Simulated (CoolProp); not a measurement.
Vapour-liquid equilibrium of n-heptane (1) + p-xylene (2) at 0.177 MPa; x and y are mole fractions of (1).

Computed with CoolProp (multi-fluid Helmholtz-energy mixture model, Span 2003 and Zhou 2012; pair parameters Bell 2016).

| x | bubble temperature, mixture model (°C) | bubble temperature, Raoult's law (°C) | y, mixture model | y, Raoult's law |
|---|---|---|---|---|
| 0.05 | 156.2 | 157.1 | 0.136 | 0.123 |
| 0.2 | ___ | 148.3 | 0.420 | 0.406 |
| 0.35 | 138.5 | 140.8 | 0.600 | 0.602 |
| 0.5 | ___ | 134.5 | 0.727 | 0.742 |
| 0.65 | ___ | 129.0 | 0.824 | 0.845 |
| 0.8 | ___ | 124.2 | 0.906 | 0.923 |
| 0.95 | ___ | 119.9 | 0.978 | 0.983 |

Problem. Fill in the missing entries.

Solution. 
- 0.2, bubble temperature, mixture model (°C): 146.0
- 0.5, bubble temperature, mixture model (°C): 132.6
- 0.65, bubble temperature, mixture model (°C): 127.7
- 0.8, bubble temperature, mixture model (°C): 123.5
- 0.95, bubble temperature, mixture model (°C): 119.8

The largest gap from Raoult's law is -2.3 K in bubble temperature, at x = 0.35. No azeotrope shows between x = 0.05 and 0.95.

Pair parameters are fitted to limited data, so mixtures are less certain than the pure fluids.
